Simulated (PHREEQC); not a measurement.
1.3 g of hydrous ferric oxide (600 m²/g; 0.2 weak and 0.005 strong sites per Fe, Dzombak-Morel constants, diffuse double layer) in 1 kg of water with 0.01 mol/kgw of an inert sodium salt and 0.0075 mmol/kgw Na2HAsO4, at 25 °C; the pH is set by adding NaOH or the inert anion's acid. Oxygen is held at 0.21 atm. CO2 from the air is kept out. Nothing may precipitate in this run.

Model: ion-association model, wateq4f.dat, run in PHREEQC.

| pH | As sorbed (%) | surface charge σ (C/m²) | surface potential ψ (mV) |
|---|---|---|---|
| 4 | 100.0 | 0.219 | 184 |
| 4.5 | 100.0 | 0.162 | 169 |
| 5 | 100.0 | 0.114 | 151 |
| 5.5 | 100.0 | 0.077 | 132 |
| 6 | 100.0 | 0.049 | 110 |
| 6.5 | 100.0 | 0.030 | 86 |
| 7 | 100.0 | 0.017 | 60 |
| 7.5 | 100.0 | 0.008 | 33 |
| 8 | 100.0 | 0.001 | 5 |
| 8.5 | 100.0 | -0.005 | -22 |
| 9 | 99.7 | -0.013 | -50 |
| 9.5 | 98.3 | -0.024 | -76 |
| 10 | 90.7 | -0.041 | -100 |
| 10.5 | 66.4 | -0.065 | -123 |
| 11 | 31.1 | -0.101 | -143 |
| 11.5 | 9.6 | -0.153 | -159 |
| 12 | 2.7 | -0.231 | -168 |

Species that the database lacks are ignored.
